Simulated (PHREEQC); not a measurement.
Model water analysis in mmol/kgw, 25 °C, pH 7.12: Na 71.3; K 3.84; Ca 3.3; Mg 10.2; Cl 102; S(6) 2.37; Alkalinity (meq/kgw) 0.0612.

Cl is adjusted to close the charge balance.
Valence states are taken as typed.

Computed with PHREEQC (Pitzer model, pitzer.dat).

Precipitation was switched off in this run.

Q: Order these C species by the share of C that they hold, largest first: CO3-2, CO2, MgCO3, HCO3-.

A: HCO3- (88 %), CO2 (12 %), CO3-2 (0.16 %), MgCO3 (0.14 %)

The pH is 7.12 and the ionic strength 0.118 mol/kgw.
